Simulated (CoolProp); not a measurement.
A single-stage vapour-compression cycle with chlorine: evaporating at 279.15 K (dew point), condensing at 319.15 K (bubble point), superheat 0 K, subcooling 2 K, compressor efficiency 0.8, no pressure losses. Each further row changes one setting.

Model: reference Helmholtz-energy equation of state, Thol 2021, in CoolProp.

```json
[
 {"case": "as stated", "cooling COP": "4.79", "pressure ratio": "2.95", "discharge temperature (K)": "382.4", "refrigerating effect (kJ/kg)": "224", "volumetric capacity (kJ/m³)": "3300"},
 {"case": "evaporating temperature 284.15 K", "cooling COP": "5.67", "pressure ratio": "2.53", "discharge temperature (K)": "372.5", "refrigerating effect (kJ/kg)": "225", "volumetric capacity (kJ/m³)": "3830"},
 {"case": "condensing temperature 314.15 K", "cooling COP": "5.59", "pressure ratio": "2.62", "discharge temperature (K)": "369.8", "refrigerating effect (kJ/kg)": "229", "volumetric capacity (kJ/m³)": "3370"},
 {"case": "subcooling 7 K", "cooling COP": "4.90", "pressure ratio": "2.95", "discharge temperature (K)": "382.4", "refrigerating effect (kJ/kg)": "229", "volumetric capacity (kJ/m³)": "3370"},
 {"case": "superheat 10 K", "cooling COP": "4.69", "pressure ratio": "2.95", "discharge temperature (K)": "395.7", "refrigerating effect (kJ/kg)": "229", "volumetric capacity (kJ/m³)": "3230"},
 {"case": "compressor efficiency 0.7", "cooling COP": "4.19", "pressure ratio": "2.95", "discharge temperature (K)": "394.1", "refrigerating effect (kJ/kg)": "224", "volumetric capacity (kJ/m³)": "3300"}
]
```
